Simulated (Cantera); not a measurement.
Premixed flame

A freely propagating, adiabatic, planar premixed flame of 2.99 % C3H8, 16.8 % O2, 63.1 % N2, 17.1 % CO2, equivalence ratio 0.89, unburnt at 475 K and 990000 Pa; mixture-averaged transport, grid criteria slope 0.08 and curve 0.16, no radiation.

Model: GRI-Mech 3.0 (53 species, 325 reactions), integrated in Cantera. GRI-Mech 3.0 was tuned for natural gas; its chemistry of propane as a main component is partial and can be far from experiment. Burning velocities carry a grid error of a few per cent, more on coarse grids.

| z (mm) | T (K) | u (m/s) | x C3H8 | x O2 | x CO2 | x NO | x OH | x N2O |
|---|---|---|---|---|---|---|---|---|
| -0.366 | 476 | 0.150 | 0.0299 | 0.168 | 0.170 | <1e-8 | <1e-8 | <1e-8 |
| -0.244 | 482 | 0.152 | 0.0299 | 0.167 | 0.170 | <1e-8 | <1e-8 | <1e-8 |
| -0.183 | 505 | 0.160 | 0.0297 | 0.164 | 0.170 | <1e-8 | <1e-8 | <1e-8 |
| -0.122 | 604 | 0.192 | 0.0287 | 0.153 | 0.171 | 2.85e-8 | <1e-8 | 3.67e-8 |
| -0.0610 | 958 | 0.311 | 0.0203 | 0.115 | 0.178 | 4.22e-7 | 4.95e-7 | 1.98e-7 |
| -0.0305 | 1279 | 0.420 | 0.00840 | 0.0805 | 0.188 | 1.37e-6 | 1.40e-5 | 3.92e-7 |
| 0 | 1620 | 0.536 | 0.000148 | 0.0445 | 0.207 | 2.84e-6 | 0.000507 | 7.01e-7 |
| 0.0305 | 1779 | 0.586 | <1e-8 | 0.0293 | 0.226 | 4.51e-6 | 0.00164 | 1.08e-6 |
| 0.0610 | 1844 | 0.604 | <1e-8 | 0.0243 | 0.236 | 5.63e-6 | 0.00175 | 1.28e-6 |
| 0.122 | 1899 | 0.620 | <1e-8 | 0.0206 | 0.244 | 6.74e-6 | 0.00142 | 1.29e-6 |
| 0.244 | 1932 | 0.629 | <1e-8 | 0.0185 | 0.249 | 7.61e-6 | 0.000992 | 9.35e-7 |
| 0.488 | 1948 | 0.633 | <1e-8 | 0.0176 | 0.251 | 8.26e-6 | 0.000682 | 4.78e-7 |
| 0.975 | 1953 | 0.635 | <1e-8 | 0.0173 | 0.252 | 8.93e-6 | 0.000552 | 2.92e-7 |
x: mole fraction of selected species; z is measured from the peak of heat release.

- laminar burning velocity: 15.0 cm/s
- thermal thickness: 0.122 mm
- peak x(OH): 0.00178
- grid points: 139
